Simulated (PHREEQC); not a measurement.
Make-up at 25 °C: 140 mmol/kgw NaHSO4, 0.11 mmol/kgw ZnSO4 and 8 mmol/kgw Ca(NO3)2. Closed to the air; pH follows from the charge balance.

Computed with PHREEQC (ion-association model, phreeqc.dat).

| Quantity | Result |
|---|---|
| pH | 1.33 |
| ionic strength | 0.253 mol/kgw |
| activity of water | 0.994 |
| specific conductance | 30000 µS/cm |
| density | 1.011 g/cm³ |
| total alkalinity | -140 meq/kg |

```
species  molality  activity   log γ
-------  --------  --------  ------
Na+         0.131    0.0969  -0.132
HSO4-      0.0795    0.0587  -0.132
H+         0.0593    0.0468  -0.103
SO4-2      0.0481    0.0129  -0.572
NO3-       0.0160    0.0108  -0.171
NaSO4-    0.00856   0.00626  -0.136
Ca+2      0.00412   0.00124  -0.520
CaSO4     0.00269   0.00285   0.025
CaHSO4+   0.00119  0.000877  -0.132
Zn+2      5.30e-5   1.45e-5  -0.562
```

No solid was allowed to form.
